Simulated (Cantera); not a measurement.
Cantera with NASA thermochemical tables; ideal gases at 1 bar, condensed phases pure. Values are per mole of reaction as written; species without (g) are pure solids or liquids, kept so even where they would boil at 1 bar. The tables' values for SiF₂ are old estimates.

Si + F₂(g) = SiF₂(g)

| T (K) | ΔH° (kJ) | ΔS° (J/K) | ΔG° (kJ) | log10 K | condensed phases |
|---|---|---|---|---|---|
| 1575 | -597.8 | 22.7 | -633.6 | 21.01 | Si(s) |
| 1675 | … | … | … | … | Si(s) |
| 1775 | … | … | … | … | Si(l) |
| 1875 | -650.8 | -8.6 | -634.6 | 17.68 | Si(l) |
| 1975 | -651.6 | -9.0 | -633.7 | 16.76 | Si(l) |
| 2075 | -652.4 | -9.5 | -632.8 | 15.93 | Si(l) |
| 2175 | -653.3 | -9.9 | -631.8 | 15.17 | Si(l) |
| 2275 | -654.1 | -10.2 | -630.8 | 14.48 | Si(l) |
| 2375 | -654.9 | -10.6 | -629.8 | 13.85 | Si(l) |
| 2475 | -655.7 | -10.9 | -628.7 | 13.27 | Si(l) |

### Question
Complete the blanks.

### Answer

- 1675, ΔH° (kJ): -598.8
- 1675, ΔS° (J/K): 22.1
- 1675, ΔG° (kJ): -635.8
- 1675, log10 K: 19.83
- 1775, ΔH° (kJ): -649.9
- 1775, ΔS° (J/K): -8.1
- 1775, ΔG° (kJ): -635.4
- 1775, log10 K: 18.70
